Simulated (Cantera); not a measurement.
Feed: 1 mol C6H6, 0.39 mol H2, equilibrated at 5.20 bar.

Method: chemical equilibrium by Gibbs-energy minimisation in Cantera with the NASA 1993 tables (ideal gas, pure condensed phases). Candidate condensed phases: C, C6H6, C7H8, C8H18; 76 gas species. Kinetics and transport are ignored.

Question: What share of the C ends up in condensed phases as a function of T (K), at 1000, 1200, 1400, 1600, 1800, 2000, 2200, 2400, 2600, 2800, 3000?

Answer: 
```csv
T (K),C condensed (%),as
1000,88.1,C(graphite)
1200,96.3,C(graphite)
1400,98.8,C(graphite)
1600,99.5,C(graphite)
1800,99.8,C(graphite)
2000,99.8,C(graphite)
2200,99.6,C(graphite)
2400,99.2,C(graphite)
2600,98.1,C(graphite)
2800,96.2,C(graphite)
3000,93.1,C(graphite)
```
